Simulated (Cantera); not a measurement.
Charge: 1 mol B₂H₆, 1.5 mol H₂O, 0.15 mol N₂, equilibrated at 1500 K and 13.3 mbar.

Method: chemical equilibrium by Gibbs-energy minimisation in Cantera with the NASA 1993 tables (ideal gas, pure condensed phases). Candidate condensed phases: B, BN, B₂O₃, B₃O₃H₃, H₂O; 39 gas species. The feed counts by its element totals alone. Mutual solubility and eutectic melting of coexisting phases are not modelled. The numbers say what is thermodynamically allowed, not how fast it happens.

Base state: H₂ 0.959, HBO 0.0303, B₂O₂ 0.00715, B₂O₃ 0.00163, HBO₂ 0.000761, B₃O₃H₃ 0.000747, H 0.000149, BO 0.000123 (mole fractions); condensed: B(s) + BN(s) + B₂O₃(l).

Problem. What changes in the equilibrium state with this change: N₂ from 0.15 to 140 mol?

Solution. 
```
species         before     after
------------  --------  --------
N₂             4.09e-7     0.966
H₂               0.959    0.0301
B₂O₃           0.00163   0.00163
HBO             0.0303  0.000466
B₃O₃H₃        0.000747   2.70e-9
B₂O₂           0.00715   5.37e-5
BO            0.000123   1.07e-5
B(s), mol        0.629         0
BN(s), mol       0.300      1.05
B₂O₃(l), mol     0.418    0.0846
```

Problem. What changes in the equilibrium state with this change: H₂O from 1.5 to 3.7 mol?

Solution. 
```
species         before     after
------------  --------  --------
H₂               0.959     0.849
H₂O            1.31e-5    0.0713
HBO₂          0.000761    0.0561
N₂             4.09e-7    0.0212
HBO             0.0303  0.000365
B₃O₃H₃        0.000747   1.30e-9
(HBO₂)₃          <1e-9   1.02e-5
B₂O₂           0.00715   1.17e-6
B(s), mol        0.629         0
BN(s), mol       0.300         0
B₂O₃(l), mol     0.418     0.789
```
Gases not in the tables: H₃BO₃.
